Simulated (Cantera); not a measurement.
**Thermodynamics of carbon deposition, reforming and gasification, feed C + NH3**

A closed system holds: 1 mol C, 0.71 mol NH3, held at 850 K.

Equilibrium computed with Cantera from the NASA thermochemical tables; the gas is ideal and each condensed phase is pure. Candidate condensed phases: C, C6H6, C7H8, C8H18; 92 gas species. The ideal-gas law is rough above about 30 bar. Equilibrium is a limit: real reactors are often held back by kinetics, nucleation or transport.

From 10.0 Pa to 100 bar the condensed part is C(graphite). The main C-bearing gas is CH4 throughout.

| P (Pa) | x H2 | x CH4 | x N2 | x NH3 | x C2H6 | x C2H4 | x HCN | n C(graphite) |
|---|---|---|---|---|---|---|---|---|
| 10 | 0.750 | 3.50e-5 | 0.250 | 6.03e-8 | <1e-12 | 1.45e-11 | 1.32e-7 | 1.000 |
| 100 | 0.750 | 0.000350 | 0.250 | 6.02e-7 | 6.16e-12 | 1.45e-10 | 1.32e-7 | 1.000 |
| 1000 | 0.746 | 0.00346 | 0.251 | 5.99e-6 | 6.06e-10 | 1.43e-9 | 1.32e-7 | 0.995 |
| 10000 | 0.711 | 0.0314 | 0.258 | 5.65e-5 | 5.25e-8 | 1.30e-8 | 1.31e-7 | 0.957 |
| 100000 | 0.531 | 0.175 | 0.294 | 0.000389 | 2.19e-6 | 7.27e-8 | 1.21e-7 | 0.788 |
| 1000000 | 0.253 | 0.397 | 0.349 | 0.00139 | 2.36e-5 | 1.65e-7 | 9.08e-8 | 0.597 |
| 10000000 | 0.0918 | 0.525 | 0.380 | 0.00319 | 0.000113 | 2.18e-7 | 5.71e-8 | 0.512 |
x: gas mole fraction; n: condensed amount in mol.
